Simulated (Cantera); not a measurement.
Charge: 1 mol Si3N4, 45 mol Cl2, 1.9 mol H2, equilibrated at 0.550 bar.

These are equilibrium values from Cantera (NASA tables, ideal gas, pure condensed phases), not measurements of a reactor. Candidate condensed phases: NH4Cl, Si, Si3N4; 28 gas species. Rates play no part. All values below are at 1027 °C.

Base state: Cl2 0.795, HCl 0.0822, SiCl4 0.0649, N2 0.0432, Cl 0.0149 (mole fractions); condensed: gas only.

What changes in the equilibrium state with this change: H2 from 1.9 to 8.1 mol?


| species | before | after |
|---|---|---|
| Cl2 | 0.795 | 0.583 |
| HCl | 0.0822 | 0.309 |
| SiCl4 | 0.0649 | 0.0572 |
| Cl | 0.0149 | 0.0128 |
| N2 | 0.0432 | 0.0381 |

What changes in the equilibrium state with this change: Si3N4 replaced by AlN?


| species | before | after |
|---|---|---|
| Cl2 | 0.795 | 0.872 |
| HCl | 0.0822 | 0.0804 |
| AlCl3 | 0 | 0.0212 |
| SiCl4 | 0.0649 | 0 |
| N2 | 0.0432 | 0.0106 |
| Cl | 0.0149 | 0.0156 |
Further candidate phases: Al, AlCl3, AlN.
